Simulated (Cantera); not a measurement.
Feed: 1 mol Si, a varied amount of SF₆, 20 mol N₂, at 1475 °C and 0.300 bar.

Method: chemical equilibrium by Gibbs-energy minimisation in Cantera with the NASA 1993 tables (ideal gas, pure condensed phases). Candidate condensed phases: S, Si, Si₃N₄; 29 gas species. The tables' values for SF₃, S₂F₂ (SSF₂), FS₂F (FSSF) are old estimates; treat these amounts as uncertain. Equilibrium is a limit: real reactors are often held back by kinetics, nucleation or transport.

Problem. At 1.1 mol SF₆, list the 4 most abundant gas species with their mole fractions, and the condensed phases.

Solution. N₂ 0.899, SiF₄ 0.0449, SF₂ 0.0380, F 0.00808. Condensed: gas only.
